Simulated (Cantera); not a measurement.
What does this Cantera script print?

```python
import numpy as np
import cantera as ct

gas = ct.Solution("gri30.yaml")
gas.TPX = 1250, 5800, {'N2O': 1, 'H2': 0.0024, 'N2': 8.8}
reactor = ct.IdealGasConstPressureReactor(gas, energy="off", clone=False)
net = ct.ReactorNet([reactor])
net.rtol, net.atol = 1e-08, 1e-18
show = ['N2O', 'H2', 'NO2', 'H2O2', 'OH', 'O2']
times = np.geomspace(1e-05, 5, 12)

steps = ct.SolutionArray(gas, extra=["t"])
rows = []
print(f"{'t/s':>10s}{'T/K':>9s}{'P/Pa':>11s}" + "".join(f"{s:>11s}" for s in show))
for t in times:
    while net.time < t:
        t_next = net.step()
        steps.append(gas.state, t=t_next)
    rows.append([np.interp(t, steps.t, y) for y in (steps.T, steps.P, *steps(*show).X.T)])
    print(f"{t:10.3e}{rows[-1][0]:9.1f}{rows[-1][1]:11.4g}" + "".join(f"{x:11.3e}" for x in rows[-1][2:]))
rate = np.gradient(steps.T, steps.t)
print("integrator steps:", len(steps.t))
if steps.T.max() > steps.T[0] + 200:
    print(f"time of steepest temperature rise: {steps.t[rate.argmax()]:.4e} s")
gas.TPX = 1250, 5800, {'N2O': 1, 'H2': 0.0024, 'N2': 8.8}
gas.equilibrate("TP")
print(f"equilibrium (TP): T = {gas.T:.1f} K  " + "  ".join(f"{s} {gas[s].X[0]:.3e}" for s in show))
```

Result:

```
       t/s      T/K       P/Pa        N2O         H2        NO2       H2O2         OH         O2
 1.000e-05   1250.0       5800  1.020e-01  2.448e-04  1.074e-20  5.900e-22  2.282e-11  2.315e-10
 3.297e-05   1250.0       5800  1.020e-01  2.448e-04  1.243e-18  7.258e-20  2.627e-10  2.491e-09
 1.087e-04   1250.0       5800  1.020e-01  2.448e-04  1.385e-16  9.603e-18  3.227e-09  2.623e-08
 3.583e-04   1250.0       5800  1.020e-01  2.448e-04  1.398e-14  1.383e-15  3.890e-08  2.575e-07
 1.181e-03   1250.0       5800  1.020e-01  2.446e-04  1.528e-12  1.816e-13  3.536e-07  2.082e-06
 3.894e-03   1250.0       5800  1.020e-01  2.426e-04  3.025e-10  1.623e-11  1.923e-06  1.140e-05
 1.284e-02   1250.0       5800  1.019e-01  2.270e-04  3.694e-08  9.330e-10  6.121e-06  4.460e-05
 4.233e-02   1250.0       5800  1.015e-01  1.517e-04  8.415e-07  2.846e-09  9.263e-06  1.601e-04
 1.395e-01   1250.0       5800  1.005e-01  4.500e-05  4.523e-06  8.099e-10  6.279e-06  5.458e-04
 4.600e-01   1250.0       5800  9.750e-02  3.781e-06  7.339e-06  7.122e-11  3.356e-06  1.783e-03
 1.517e+00   1250.0       5800  8.839e-02  1.499e-08  6.927e-06  2.703e-11  2.911e-06  5.586e-03
 5.000e+00   1250.0       5800  6.423e-02  6.168e-09  7.171e-06  2.528e-11  2.976e-06  1.569e-02
integrator steps: 1242
equilibrium (TP): T = 1250.0 K  N2O 2.693e-09  H2 1.526e-10  NO2 2.311e-07  H2O2 4.541e-13  OH 3.927e-07  O2 4.835e-02
```

Model: GRI-Mech 3.0 (53 species, 325 reactions), integrated in Cantera. GRI-Mech 3.0 was tuned for natural gas; its chemistry of N2O as a main component is partial and can be far from experiment. The mechanism lacks the step 2 NO + O2 → 2 NO2, which can matter for NO2 below about 1400 K. The temperature is held fixed by assumption; the heat of reaction is taken as removed at once.
